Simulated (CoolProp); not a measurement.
A simple Rankine cycle with n-perfluorobutane: condensing at 330.15 K, boiler at 1.72 MPa, turbine inlet 449 K, turbine efficiency 0.7, pump efficiency 0.6, no recuperator. Each further row changes one setting.

Values from CoolProp's reference Helmholtz-energy equation of state, Gao 2022.

```tsv
case	thermal efficiency (%)	net work (kJ/kg)	heat in (kJ/kg)	turbine exit temperature (K)	volume ratio over the turbine
as stated	4.3	7.83	183	433.6	2.75
condensing temperature 322.15 K	5.1	9.77	193	430.8	3.41
boiler pressure 1.2 MPa	2.8	5.20	187	440.1	1.85
turbine efficiency 0.6	3.6	6.53	183	434.9	2.76
```
